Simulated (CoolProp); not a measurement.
Model: reference Helmholtz-energy equation of state, Lemmon 2006, in CoolProp. It is a short technical equation, of lower accuracy than the large ones.

For toluene, give the phase and the viscosity (µPa s) at 441.6 K and 0.0324 MPa; 207.1 K and 0.955 MPa.


- 441.6 K and 0.0324 MPa: gas; viscosity 10.2
- 207.1 K and 0.955 MPa: liquid; viscosity 3450

Viscosity comes from a separate model (Avgeri 2015).
